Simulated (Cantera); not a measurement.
An isothermal, constant-pressure homogeneous reactor starts with C2H6 : N2 = 1 : 130 (molar parts), at 1773 K and 0.00336 atm. Integrator tolerance rtol = 1e-08.

Model: GRI-Mech 3.0 (53 species, 325 reactions), integrated in Cantera. GRI-Mech 3.0 stops at C3 and has no aromatics, soot or wall deposition, so with more carbon than oxygen in the feed, carbon stays in small species such as C2H2 where larger ones or solid carbon would form. Radical loss at walls, strong at low pressure, is not modelled.

Question: What does this change do: pressure from 0.00336 atm to 0.000227 atm?

Answer: 
```json
[
 {"quantity": "x(C2H6) at 1.00 s", "before": "8.87e-10 (gas-phase equilibrium <1e-12)", "after": "4.52e-9 (gas-phase equilibrium <1e-12)"},
 {"quantity": "x(CH3) at 1.00 s", "before": "3.24e-5 (gas-phase equilibrium 8.22e-9)", "after": "0.000196 (gas-phase equilibrium 2.01e-9)"},
 {"quantity": "x(CH2) at 1.00 s", "before": "5.11e-7 (gas-phase equilibrium 3.66e-10)", "after": "4.76e-6 (gas-phase equilibrium 3.55e-10)"},
 {"quantity": "x(H2) at 1.00 s", "before": "0.0147 (gas-phase equilibrium 0.0147)", "after": "0.0141 (gas-phase equilibrium 0.0139)"},
 {"quantity": "x(C2H) at 1.00 s", "before": "8.78e-7 (gas-phase equilibrium 1.72e-7)", "after": "1.78e-6 (gas-phase equilibrium 6.79e-7)"},
 {"quantity": "x(HCN) at 1.00 s", "before": "0.000109 (gas-phase equilibrium 0.0139)", "after": "8.73e-5 (gas-phase equilibrium 0.0139)"}
]
```

Question: What does this change do: temperature 1773 to 1150 K?

Answer: 
| quantity | before | after |
|---|---|---|
| x(C2H6) at 1.00 s | 8.87e-10 (gas-phase equilibrium <1e-12) | 0.00570 (gas-phase equilibrium 2.81e-11) |
| x(CH3) at 1.00 s | 3.24e-5 (gas-phase equilibrium 8.22e-9) | 7.10e-5 (gas-phase equilibrium 5.40e-9) |
| x(CH2) at 1.00 s | 5.11e-7 (gas-phase equilibrium 3.66e-10) | 1.65e-8 (gas-phase equilibrium <1e-12) |
| x(H2) at 1.00 s | 0.0147 (gas-phase equilibrium 0.0147) | 0.00170 (gas-phase equilibrium 0.0150) |
| x(C2H) at 1.00 s | 8.78e-7 (gas-phase equilibrium 1.72e-7) | 9.08e-12 (gas-phase equilibrium 1.60e-12) |
| x(HCN) at 1.00 s | 0.000109 (gas-phase equilibrium 0.0139) | 3.63e-9 (gas-phase equilibrium 0.0122) |
